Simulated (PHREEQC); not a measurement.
A solution holds 0.004 mol/kgw KH2PO4, at 20 °C. Closed to the air; pH follows from the charge balance.

Model: ion-association model, phreeqc.dat, run in PHREEQC.

Precipitation was switched off in this run.

Q: What pH, specific conductance, ionic strength does the model give?

A: pH 4.86; specific conductance 362 µS/cm; ionic strength 0.00404 mol/kgw.
